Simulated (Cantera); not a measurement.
**Hydrocarbon pyrolysis for carbon deposition**

A perfectly stirred reactor is fed with C2H6 : H2 = 1 : 35 (molar parts), at 1.00 bar; it is held at 1675 K, and followed from long to short residence time.

Cantera simulation using GRI-Mech 3.0 (53 species, 325 reactions); the numbers are that mechanism's predictions, not measurements. GRI-Mech 3.0 stops at C3 and has no aromatics, soot or wall deposition, so with more carbon than oxygen in the feed, carbon stays in small species such as C2H2 where larger ones or solid carbon would form.

| τ (s) | x C2H6 | x H2 | x H | x C2H2 | x CH4 |
|---|---|---|---|---|---|
| 0.87 | 4.08e-6 | 0.963 | 0.000117 | 0.0156 | 0.0207 |
| 0.37 | 6.29e-6 | 0.962 | 0.000121 | 0.0150 | 0.0220 |
| 0.16 | 1.09e-5 | 0.961 | 0.000128 | 0.0144 | 0.0233 |
| 0.066 | 2.14e-5 | 0.961 | 0.000143 | 0.0140 | 0.0241 |
| 0.028 | 4.19e-5 | 0.961 | 0.000171 | 0.0139 | 0.0237 |
| 0.012 | 8.06e-5 | 0.961 | 0.000215 | 0.0141 | 0.0228 |
| 0.0050 | 0.000156 | 0.962 | 0.000281 | 0.0139 | 0.0219 |
| 0.0021 | 0.000298 | 0.962 | 0.000365 | 0.0132 | 0.0216 |
| 0.00090 | 0.000562 | 0.962 | 0.000464 | 0.0118 | 0.0217 |
x: mole fraction; the columns are a selection and need not sum to one.
